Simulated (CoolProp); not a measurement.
Computed with CoolProp (reference Helmholtz-energy equation of state, Span 2000).

Q: For nitrogen, give the phase and the Joule-Thomson coefficient (K/MPa), viscosity (µPa s), conductivity (mW/(m K)) at 184.3 K and 0.0528 MPa.

A: 
- 184.3 K and 0.0528 MPa: gas; Joule-Thomson coefficient 5.42, viscosity 12.0, conductivity 16.9

Viscosity comes from a separate model (Lemmon 2004). Thermal conductivity comes from a separate model (Lemmon 2004).
